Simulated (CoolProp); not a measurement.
Computed with CoolProp (reference Helmholtz-energy equation of state, Setzmann 1991).

### Question
For methane, give the phase and the density (kg/m³), cp (kJ/(kg K)), speed of sound (m/s), viscosity (µPa s) at 208.1 K and 5.17 MPa.

### Answer
- 208.1 K and 5.17 MPa: supercritical; density 76.5, cp 4.98, speed of sound 313, viscosity 10.6

Viscosity comes from a separate model (Quiñones-Cisneros 2006).
